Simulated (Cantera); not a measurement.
Input: 1 mol CH3SiCl3, 0.082 mol HCl, 280 mol H2, equilibrated at 2623 K and 2800 Pa.

Cantera equilibrium calculation (NASA polynomials, part measured and part estimated; ideal gas, pure solids and liquids). Candidate condensed phases: C, C6H6, C7H8, C8H18, Si, SiC; 109 gas species. The feed counts by its element totals alone. The tables' values for SiCl are old estimates; treat these amounts as uncertain. Equilibrium is a limit: real reactors are often held back by kinetics, nucleation or transport.

Base state: H2 0.766, H 0.220, HCl 0.00802, Si 0.00290, Cl 0.00161, C2H2 (acetylene) 0.00140, SiC2 0.000108, SiH 9.37e-5 (mole fractions); condensed: gas only.

Problem. What changes in the equilibrium state with this change: CH3SiCl3 replaced by Si(CH3)4?

Solution. 
| species | before | after |
|---|---|---|
| H2 | 0.766 | 0.770 |
| H | 0.220 | 0.221 |
| C2H2 (acetylene) | 0.00140 | 0.00556 |
| HCl | 0.00802 | 0.000211 |
| Si | 0.00290 | 0.00261 |
| SiCl | 1.33e-5 | 3.14e-7 |
| Cl | 0.00161 | 4.24e-5 |
| C4H2 | 1.06e-6 | 1.66e-5 |

Problem. What changes in the equilibrium state with this change: temperature from 2623 K to 1323 K?

Solution. 
| species | before | after |
|---|---|---|
| H2 | 0.766 | 0.989 |
| HCl | 0.00802 | 0.0109 |
| CH4 | 6.55e-7 | 1.44e-5 |
| H | 0.220 | 9.43e-6 |
| Si | 0.00290 | <1e-9 |
| SiCl2 | 7.99e-7 | 1.40e-5 |
| C2H2 (acetylene) | 0.00140 | 4.90e-9 |
| SiC2 | 0.000108 | <1e-9 |
| SiC(s), mol | 0 | 0.996 |

Problem. What changes in the equilibrium state with this change: HCl from 0.082 to 3.6 mol?

Solution. 
```csv
species,before,after
H2,0.766,0.756
H,0.220,0.219
HCl,0.00802,0.0169
Cl,0.00161,0.00343
Si,0.00290,0.00284
SiCl,1.33e-5,2.77e-5
SiH,9.37e-5,9.15e-5
SiC2,0.000108,0.000106
C2H2 (acetylene),0.00140,0.00138
C2H,3.70e-5,3.68e-5
```
